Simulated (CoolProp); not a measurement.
Nitrogen at 693.75 K and 0.439 MPa flows at 2 m/s in a round tube of 1 mm bore and 15 µm roughness, fully developed (64/Re and Nu = 3.66 if laminar; Colebrook and Gnielinski if turbulent). Each further row changes one setting.

Computed with CoolProp (reference Helmholtz-energy equation of state, Span 2000).

```
case            Reynolds number  Darcy friction factor  pressure drop (Pa/m)  heat-transfer coefficient (W/(m² K))  mass flow (kg/h)
--------------  ---------------  ---------------------  --------------------  ------------------------------------  ----------------
as stated                   130                  0.491                  2090                                   183            0.0120
velocity 4 m/s              261                  0.245                  4180                                   183            0.0241
diameter 2 mm               261                  0.245                   522                                  91.5            0.0481
```

Viscosity comes from a separate model (Lemmon 2004). Thermal conductivity comes from a separate model (Lemmon 2004).
